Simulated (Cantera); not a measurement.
What does this Cantera script print?

```python
import numpy as np
import cantera as ct

gas_names = """
    N2O H H2O
""".split()
cond_names = """
    Cr(cr) Cr(L) Cr2N(s)
""".split()


# ... load() reads the species with a 1 bar reference pressure and builds the phases ...
species = {s.name: s for s in load("nasa_gas.yaml", gas_names) + load("nasa_condensed.yaml", cond_names)}
# Each term lists the table entries of one substance; the one whose range holds T is used.
reactions = {
    'N2O(g) + 4 Cr + 2 H(g) = 2 Cr2N + H2O(g)':
        [(-1, ['N2O']), (-4, ['Cr(cr)', 'Cr(L)']), (-2, ['H']), (2, ['Cr2N(s)']), (1, ['H2O'])],
}


def pick(names, T):
    return next(species[n] for n in names if species[n].thermo.min_temp <= T <= species[n].thermo.max_temp)


results = []
for label, terms in reactions.items():
    print(label)
    print("     T/K   dH/kJ  dS/(J/K)   dG/kJ   log10 K")
    for T in [300, 950, 975, 1000, 1025, 1050, 1075, 1100, 1125, 1150, 1175, 1200]:
        used = [(nu, pick(names, T)) for nu, names in terms]
        dH = sum(nu * s.thermo.h(T) for nu, s in used) / 1e6
        dS = sum(nu * s.thermo.s(T) for nu, s in used) / 1e3
        dG = dH - T * dS / 1e3
        logK = -dG * 1e6 / (ct.gas_constant * T * np.log(10))
        results.append((label, T, dH, dS, dG, logK, [s.name for _, s in used]))
        print(f"{T:8g} {dH:8.1f} {dS:8.1f} {dG:8.1f} {logK:8.2f}")
```

It prints:

```
N2O(g) + 4 Cr + 2 H(g) = 2 Cr2N + H2O(g)
     T/K   dH/kJ  dS/(J/K)   dG/kJ   log10 K
     300  -1010.5   -225.3   -942.9   164.17
     950  -1013.4   -230.9   -794.1    43.66
     975  -1013.4   -230.9   -788.3    42.23
    1000  -1013.5   -231.0   -782.5    40.87
    1025  -1013.5   -231.0   -776.7    39.58
    1050  -1013.6   -231.1   -771.0    38.35
    1075  -1013.6   -231.1   -765.2    37.18
    1100  -1013.7   -231.2   -759.4    36.06
    1125  -1013.8   -231.2   -753.6    34.99
    1150  -1013.8   -231.3   -747.8    33.97
    1175  -1013.9   -231.4   -742.1    32.99
    1200  -1014.0   -231.4   -736.3    32.05
```

Source: NASA polynomial tables (part measured, part estimated), evaluated in Cantera. Condensed species are held in their standard states even where they would react or evaporate.
